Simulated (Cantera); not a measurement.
A Cantera script and what it prints.

```python
import numpy as np
import cantera as ct

gas_names = """
    H HO2 H2 H2O H2O2 O OH O2 O3 Pb PbO Pb2
""".split()
cond_names = """
    H2O(s) H2O(L) Pb(cr) Pb(L) PbO(rd) PbO(yw) PbO(L) PbO2(s) Pb3O4(s)
""".split()


# ... load() reads the species with a 1 bar reference pressure and builds the phases ...
atoms = {
    'PbO': {'Pb': 1, 'O': 1},
    'O2': {'O': 2},
    'H2': {'H': 2},
}
top_T = {'Pb3O4(s)': 820}  # K; cautious upper limits of use, not melting points


# ... equilibrate(T, P, feed) seeds the gas with the atoms and calls Mixture.equilibrate('TP', solver="vcs", rtol=1e-11, max_steps=5000) ...
results = []
feed = {'PbO': 1, 'O2': 1.4, 'H2': 0.41}  # mol
P = 49000  # Pa
for T in [923, 973, 1023, 1073, 1123, 1173, 1223, 1273, 1323, 1373, 1423, 1473, 1523]:
    mix = equilibrate(T, P, feed)
    results.append((T, P, feed, dict(zip(mix.species_names, mix.species_moles))))

top = {s: max(r[3][s] / sum(r[3][g] for g in gas_names) for r in results) for s in gas_names}
cols = sorted((s for s in top if top[s] > 0.001), key=lambda s: -top[s])[:7]
seen = [c for c in cond_names if any(r[3].get(c, 0) > 1e-12 for r in results)]
print("log10 of partial pressures in bar; condensed amounts in mol")
print(f"{'T/K':>10s}" + "".join(f"{s[:9]:>10s}" for s in cols + seen))
for T, P, feed, n in results:
    ng = sum(n[g] for g in gas_names)
    print(f"{T:10.4g}" + "".join(f"{np.log10(max(n[s] / ng * P / 1e5, 1e-99)):10.3f}" for s in cols)
          + "".join(f"{n.get(c, 0):10.4g}" for c in seen))
```

It prints:

```
log10 of partial pressures in bar; condensed amounts in mol
       T/K        O2       H2O       PbO   PbO(yw)    PbO(L)
       923    -0.438    -0.902    -7.725         1         0
       973    -0.438    -0.902    -6.917         1         0
      1023    -0.438    -0.902    -6.192         1         0
      1073    -0.438    -0.902    -5.536         1         0
      1123    -0.438    -0.903    -4.941         1         0
      1173    -0.438    -0.903    -4.413         0    0.9999
      1223    -0.438    -0.903    -3.965         0    0.9996
      1273    -0.438    -0.903    -3.553         0    0.9991
      1323    -0.439    -0.903    -3.176         0    0.9978
      1373    -0.439    -0.904    -2.827         0    0.9951
      1423    -0.441    -0.905    -2.505         0    0.9896
      1473    -0.444    -0.908    -2.207         0    0.9792
      1523    -0.449    -0.913    -1.929         0    0.9601
```

Cantera equilibrium calculation (NASA polynomials, part measured and part estimated; ideal gas, pure solids and liquids). Gases not in the tables: (PbO)n polymers.
